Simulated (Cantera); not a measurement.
A Cantera script and what it prints.

```python
import numpy as np
import cantera as ct

gas_names = """
    Br Br2 Si SiBr SiBr2 SiBr3 SiBr4 Si2 Si3
""".split()
cond_names = """
    Br2(cr) Br2(L) Si(cr) Si(L)
""".split()


def load(file, names, dense=False):
    # The tables refer to 1 bar. Condensed volumes are neglected.
    table = {s.name: s for s in ct.Species.list_from_file(file)}
    out = []
    for n in names:
        d = dict(table[n].input_data)
        d["thermo"] = dict(d["thermo"], **{"reference-pressure": 1e5})
        if dense:
            d["equation-of-state"] = {"model": "constant-volume", "density": "1e6 g/cm^3"}
        out.append(ct.Species.from_dict(d))
    return out


gas = ct.Solution(thermo="ideal-gas", species=load("nasa_gas.yaml", gas_names))
cond = {s.name: ct.Solution(thermo="fixed-stoichiometry", species=[s], name=s.name)
        for s in load("nasa_condensed.yaml", cond_names, dense=True)}
atoms = {
    'Si': {'Si': 1},
    'Br2': {'Br': 2},
}
top_T = {}  # K; cautious upper limits of use, not melting points


def equilibrate(T, P, feed):
    n = {}
    for name, mol in feed.items():
        for a, k in atoms[name].items():
            n[a] = n.get(a, 0.0) + k * mol
    gas.TPX = T, P, n
    mass = sum(n.values()) * gas.mean_molecular_weight
    gas.equilibrate("TP")
    valid = [c for c in cond.values() if c.min_temp <= T <= top_T.get(c.name, c.max_temp)]
    mix = ct.Mixture([(gas, mass / gas.mean_molecular_weight)] + [(c, 0.0) for c in valid])
    mix.T, mix.P = T, P
    mix.equilibrate("TP", solver="vcs", rtol=1e-11, max_steps=5000)
    return mix


results = []
T = 873.15  # K
P = 7.8  # Pa
for m in [0.92, 1.3, 1.8, 2.4, 3.3, 4.6, 6.4]:
    feed = {'Si': 1, 'Br2': m}  # mol
    mix = equilibrate(T, P, feed)
    results.append((T, P, feed, dict(zip(mix.species_names, mix.species_moles))))

top = {s: max(r[3][s] / sum(r[3][g] for g in gas_names) for r in results) for s in gas_names}
cols = sorted((s for s in top if top[s] > 1e-05), key=lambda s: -top[s])[:7]
seen = [c for c in cond_names if any(r[3].get(c, 0) > 1e-12 for r in results)]
print("log10 of partial pressures in bar; condensed amounts in mol")
print(f"{'n(Br2)':>10s}" + "".join(f"{s[:9]:>10s}" for s in cols + seen))
for T, P, feed, n in results:
    ng = sum(n[g] for g in gas_names)
    print(f"{feed['Br2']:10.4g}" + "".join(f"{np.log10(max(n[s] / ng * P / 1e5, 1e-99)):10.3f}" for s in cols)
          + "".join(f"{n.get(c, 0):10.4g}" for c in seen))
```

Output:

```
log10 of partial pressures in bar; condensed amounts in mol
    n(Br2)     SiBr4       Br2        Br     SiBr2     SiBr3    Si(cr)
      0.92    -4.116   -12.989    -9.479    -5.955    -6.474    0.5362
       1.3    -4.116   -12.989    -9.479    -5.955    -6.474    0.3446
       1.8    -4.116   -12.989    -9.479    -5.955    -6.474   0.09258
       2.4    -4.267    -4.713    -5.341   -14.382   -10.763         0
       3.3    -4.488    -4.409    -5.189   -14.908   -11.136         0
       4.6    -4.685    -4.301    -5.135   -15.213   -11.387         0
       6.4    -4.863    -4.248    -5.108   -15.443   -11.591         0
```

Method: chemical equilibrium by Gibbs-energy minimisation in Cantera with the NASA 1993 tables (ideal gas, pure condensed phases). The tables' values for SiBr3 are old estimates; treat these amounts as uncertain.
